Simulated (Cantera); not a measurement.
Feed: 1 mol Nb2O5, 1.1 mol H2, held at 0.100 bar.

Equilibrium computed with Cantera from the NASA thermochemical tables; the gas is ideal and each condensed phase is pure. Candidate condensed phases: H2O, Nb, NbO, NbO2, Nb2O5; 12 gas species. Mutual solubility and eutectic melting of coexisting phases are not modelled. Condensed phases not in the tables: the oxides between NbO2 and Nb2O5. The numbers say what is thermodynamically allowed, not how fast it happens. All values below are at 1575 °C.

Base state: H2 0.815, H2O 0.184, H 0.00151, OH 2.51e-5 (mole fractions); condensed: NbO2(s) + Nb2O5(l).

Task: What changes in the equilibrium state with this change: Nb2O5 replaced by FeS2?

Result: 
| species | before | after |
|---|---|---|
| H2 | 0.815 | 0.614 |
| S2 | 0 | 0.269 |
| H2S | 0 | 0.0932 |
| H2O | 0.184 | 0 |
| SH | 0 | 0.0202 |
| Fe | 0 | 9.21e-5 |
| S | 0 | 0.00178 |
| OH | 2.51e-5 | 0 |
| NbO2(s), mol | 0.404 | 0 |
| Nb2O5(l), mol | 0.798 | 0 |
| FeS(l), mol | 0 | 1.000 |
FeS: taken at fixed stoichiometry. Further candidate phases: Fe, FeS, FeS2, S.
